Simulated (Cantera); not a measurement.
An isothermal, constant-pressure homogeneous reactor starts with 2.25 % CH4, 93.9 % H2, 3.85 % H, at 1550 K and 233 Torr.

Cantera simulation using GRI-Mech 3.0 (53 species, 325 reactions); the numbers are that mechanism's predictions, not measurements. GRI-Mech 3.0 stops at C3 and has no aromatics, soot or wall deposition, so with more carbon than oxygen in the feed, carbon stays in small species such as C2H2 where larger ones or solid carbon would form.

x: mole fraction; the columns are a selection and need not sum to one.

```json
[
 {"t (s)": "7.00e-5", "x CH4": "0.0203", "x H2": "0.975", "x H": "0.00286", "x CH3": "0.00118", "x CH2": "2.07e-6"},
 {"t (s)": "0.000221", "x CH4": "0.0209", "x H2": "0.977", "x H": "…", "x CH3": "…", "x CH2": "…"},
 {"t (s)": "0.000700", "x CH4": "0.0211", "x H2": "0.978", "x H": "0.000286", "x CH3": "0.000125", "x CH2": "3.08e-8"},
 {"t (s)": "0.00221", "x CH4": "0.0212", "x H2": "0.978", "x H": "0.000102", "x CH3": "4.46e-5", "x CH2": "4.02e-9"},
 {"t (s)": "0.00700", "x CH4": "0.0212", "x H2": "0.978", "x H": "5.68e-5", "x CH3": "2.49e-5", "x CH2": "1.26e-9"},
 {"t (s)": "0.0221", "x CH4": "0.0211", "x H2": "0.978", "x H": "5.38e-5", "x CH3": "2.35e-5", "x CH2": "1.13e-9"},
 {"t (s)": "0.0700", "x CH4": "0.0210", "x H2": "0.978", "x H": "5.38e-5", "x CH3": "2.34e-5", "x CH2": "1.12e-9"},
 {"t (s)": "0.221", "x CH4": "0.0206", "x H2": "0.978", "x H": "5.39e-5", "x CH3": "2.30e-5", "x CH2": "1.11e-9"},
 {"t (s)": "0.700", "x CH4": "0.0195", "x H2": "0.979", "x H": "5.41e-5", "x CH3": "2.18e-5", "x CH2": "1.05e-9"},
 {"t (s)": "2.21", "x CH4": "0.0168", "x H2": "0.980", "x H": "5.48e-5", "x CH3": "1.90e-5", "x CH2": "9.29e-10"},
 {"t (s)": "7.00", "x CH4": "0.0130", "x H2": "0.982", "x H": "5.59e-5", "x CH3": "1.49e-5", "x CH2": "7.47e-10"}
]
```

Problem. Some entries are withheld; supply them.

Solution. 
- 0.000221, x H: 0.000895
- 0.000221, x CH3: 0.000386
- 0.000221, x CH2: 2.71e-7
